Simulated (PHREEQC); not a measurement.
A made-up water analysis in mg/L, 58 °C, pH 6.49, pe 8.3:

```tsv
constituent	mg/L
Na	0.0377
K	9.62e-05
Ca	0.0387
Mg	0.0164
Cl	0.0217
S(6) as SO4	0.0583
Alkalinity as HCO3	0.183
Cd	0.00443
Pb	0.000557
```

Valence states are taken as typed.

Computed with PHREEQC (ion-association model, phreeqc.dat).

This is a speciation only: nothing precipitates in the calculation.

**Question.** Predict the charge-balance error.

**Answer.** charge-balance error 1.7 %.

**Question.** In which forms is C present?

**Answer.** HCO3- 61 %, CO2 38 % of the C.

Species that the database lacks are ignored. Away from 25 °C the constants follow the database's enthalpies or fits; those with neither stay at their 25 °C values.
